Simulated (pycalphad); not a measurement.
**Phase fractions of Ti-21.86C (wt.%)**

CALPHAD calculation (pycalphad, COST 507 light-alloy database (1999)), 1 atm. The database dates from 1999; later assessments differ in places, in temperatures and in the compounds included. Amounts are mole fractions of atoms. Diffusion is slow at the low end, where real alloys seldom reach equilibrium.

```json
[
 {"T (°C)": "3027", "LIQUID": "1.000", "FCC_A1": "-", "GRAPHITE": "-"},
 {"T (°C)": "2927", "LIQUID": "0.464", "FCC_A1": "0.536", "GRAPHITE": "-"},
 {"T (°C)": "2827", "LIQUID": "0.302", "FCC_A1": "0.698", "GRAPHITE": "-"},
 {"T (°C)": "2727", "LIQUID": "-", "FCC_A1": "0.919", "GRAPHITE": "0.081"},
 {"T (°C)": "2627", "LIQUID": "-", "FCC_A1": "0.920", "GRAPHITE": "0.080"},
 {"T (°C)": "2527", "LIQUID": "-", "FCC_A1": "0.921", "GRAPHITE": "0.079"},
 {"T (°C)": "2427", "LIQUID": "-", "FCC_A1": "0.922", "GRAPHITE": "0.078"},
 {"T (°C)": "2327", "LIQUID": "-", "FCC_A1": "0.923", "GRAPHITE": "0.077"},
 {"T (°C)": "2227", "LIQUID": "-", "FCC_A1": "0.923", "GRAPHITE": "0.077"},
 {"T (°C)": "2127", "LIQUID": "-", "FCC_A1": "0.924", "GRAPHITE": "0.076"},
 {"T (°C)": "2027", "LIQUID": "-", "FCC_A1": "0.925", "GRAPHITE": "0.075"},
 {"T (°C)": "1927", "LIQUID": "-", "FCC_A1": "0.925", "GRAPHITE": "0.075"},
 {"T (°C)": "1827", "LIQUID": "-", "FCC_A1": "0.926", "GRAPHITE": "0.074"},
 {"T (°C)": "1727", "LIQUID": "-", "FCC_A1": "0.927", "GRAPHITE": "0.073"},
 {"T (°C)": "1627", "LIQUID": "-", "FCC_A1": "0.927", "GRAPHITE": "0.073"},
 {"T (°C)": "1527", "LIQUID": "-", "FCC_A1": "0.928", "GRAPHITE": "0.072"},
 {"T (°C)": "1427", "LIQUID": "-", "FCC_A1": "0.928", "GRAPHITE": "0.072"},
 {"T (°C)": "1327", "LIQUID": "-", "FCC_A1": "0.929", "GRAPHITE": "0.071"},
 {"T (°C)": "1227", "LIQUID": "-", "FCC_A1": "0.929", "GRAPHITE": "0.071"},
 {"T (°C)": "1127", "LIQUID": "-", "FCC_A1": "0.929", "GRAPHITE": "0.071"},
 {"T (°C)": "1027", "LIQUID": "-", "FCC_A1": "0.930", "GRAPHITE": "0.070"},
 {"T (°C)": "927", "LIQUID": "-", "FCC_A1": "0.930", "GRAPHITE": "0.070"},
 {"T (°C)": "827", "LIQUID": "-", "FCC_A1": "0.931", "GRAPHITE": "0.069"},
 {"T (°C)": "727", "LIQUID": "-", "FCC_A1": "0.931", "GRAPHITE": "0.069"},
 {"T (°C)": "627", "LIQUID": "-", "FCC_A1": "0.931", "GRAPHITE": "0.069"},
 {"T (°C)": "527", "LIQUID": "-", "FCC_A1": "0.932", "GRAPHITE": "0.068"},
 {"T (°C)": "427", "LIQUID": "-", "FCC_A1": "0.932", "GRAPHITE": "0.068"},
 {"T (°C)": "327", "LIQUID": "-", "FCC_A1": "0.932", "GRAPHITE": "0.068"},
 {"T (°C)": "227", "LIQUID": "-", "FCC_A1": "0.933", "GRAPHITE": "0.067"}
]
```

FCC_A1 is fcc. The fcc model also describes the rock-salt carbide or nitride (TiC, TiN, HfC).
